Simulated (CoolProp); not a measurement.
n-perfluorohexane at 328.86 K and 0.0353 MPa is throttled through a valve to 0.00794 MPa with no heat exchange. Each further row changes one setting.

Model: reference Helmholtz-energy equation of state, Gao 2022, in CoolProp.

```
case                         temperature change (K)  final density (kg/m³)
---------------------------  ----------------------  ---------------------
as stated                                      -0.5                  0.988
outlet pressure 0.00238 MPa                    -0.6                  0.295
outlet pressure 0.0103 MPa                     -0.5                   1.28
```
